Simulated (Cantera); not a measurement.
Cantera run, input and output.

```python
import numpy as np
import cantera as ct

gas = ct.Solution("gri30.yaml")
gas.TPX = 2173, 100000, {'CH4': 1, 'H2O': 2}
reactor = ct.IdealGasConstPressureReactor(gas, energy="off", clone=False)
net = ct.ReactorNet([reactor])
net.rtol, net.atol = 1e-08, 1e-18
show = ['CH4', 'H2O', 'HCO', 'H', 'O2', 'C2H2']
times = np.geomspace(0.0002, 4, 15)

steps = ct.SolutionArray(gas, extra=["t"])
rows = []
print(f"{'t/s':>10s}{'T/K':>9s}{'P/Pa':>11s}" + "".join(f"{s:>11s}" for s in show))
for t in times:
    while net.time < t:
        t_next = net.step()
        steps.append(gas.state, t=t_next)
    rows.append([np.interp(t, steps.t, y) for y in (steps.T, steps.P, *steps(*show).X.T)])
    print(f"{t:10.3e}{rows[-1][0]:9.1f}{rows[-1][1]:11.4g}" + "".join(f"{x:11.3e}" for x in rows[-1][2:]))
rate = np.gradient(steps.T, steps.t)
print("integrator steps:", len(steps.t))
if steps.T.max() > steps.T[0] + 200:
    print(f"time of steepest temperature rise: {steps.t[rate.argmax()]:.4e} s")
gas.TPX = 2173, 100000, {'CH4': 1, 'H2O': 2}
gas.equilibrate("TP")
print(f"equilibrium (TP): T = {gas.T:.1f} K  " + "  ".join(f"{s} {gas[s].X[0]:.3e}" for s in show))
```

It prints:

```
       t/s      T/K       P/Pa        CH4        H2O        HCO          H         O2       C2H2
 2.000e-04   2173.0      1e+05  1.896e-02  4.411e-01  1.137e-06  3.033e-03  4.488e-07  8.930e-02
 4.057e-04   2173.0      1e+05  1.344e-02  3.932e-01  8.070e-07  3.284e-03  3.639e-07  7.488e-02
 8.231e-04   2173.0      1e+05  1.096e-02  3.352e-01  5.841e-07  3.420e-03  2.569e-07  5.397e-02
 1.670e-03   2173.0      1e+05  8.199e-03  2.760e-01  4.114e-07  3.534e-03  1.738e-07  3.172e-02
 3.388e-03   2173.0      1e+05  4.971e-03  2.269e-01  2.907e-07  3.630e-03  1.208e-07  1.328e-02
 6.872e-03   2173.0      1e+05  1.902e-03  1.974e-01  2.138e-07  3.687e-03  9.387e-08  2.741e-03
 1.394e-02   2173.0      1e+05  1.636e-04  1.887e-01  1.777e-07  3.733e-03  8.740e-08  8.467e-05
 2.828e-02   2173.0      1e+05  1.175e-07  1.882e-01  1.765e-07  3.791e-03  8.970e-08  2.470e-08
 5.738e-02   2173.0      1e+05  3.286e-09  1.882e-01  1.765e-07  3.791e-03  8.971e-08  1.616e-12
 1.164e-01   2173.0      1e+05  3.286e-09  1.882e-01  1.765e-07  3.791e-03  8.971e-08  1.615e-12
 2.362e-01   2173.0      1e+05  3.286e-09  1.882e-01  1.765e-07  3.791e-03  8.971e-08  1.615e-12
 4.791e-01   2173.0      1e+05  3.286e-09  1.882e-01  1.765e-07  3.791e-03  8.971e-08  1.615e-12
 9.719e-01   2173.0      1e+05  3.286e-09  1.882e-01  1.765e-07  3.791e-03  8.971e-08  1.615e-12
 1.972e+00   2173.0      1e+05  3.286e-09  1.882e-01  1.765e-07  3.791e-03  8.971e-08  1.615e-12
 4.000e+00   2173.0      1e+05  3.286e-09  1.882e-01  1.765e-07  3.791e-03  8.971e-08  1.615e-12
integrator steps: 1551
equilibrium (TP): T = 2173.0 K  CH4 3.853e-09  H2O 1.882e-01  HCO 1.765e-07  H 3.791e-03  O2 8.971e-08  C2H2 1.888e-12
```

Cantera simulation using GRI-Mech 3.0 (53 species, 325 reactions); the numbers are that mechanism's predictions, not measurements.
